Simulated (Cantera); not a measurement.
A perfectly stirred reactor is fed with 3.57 % CH₄, 4.15 % O₂, 92.3 % N₂, equivalence ratio 1.7, at 2.17 atm; it is held at 1500 K, and followed from long to short residence time.

Detailed kinetics in Cantera: GRI-Mech 3.0 (53 species, 325 reactions). The temperature is held fixed by assumption; the heat of reaction is taken as removed at once.

One state of this run: x CH₄ = 0.00597; x O₂ = 0.00480; x N₂O = 1.71e-8; x CO = 0.0185; x CO₂ = 0.00657. x: mole fraction; the columns are a selection and need not sum to one.

Problem. Which value of τ (s) does it belong to?
A) 0.061
B) 0.00027
C) 0.0041
D) 0.025

Solution. D, 0.025
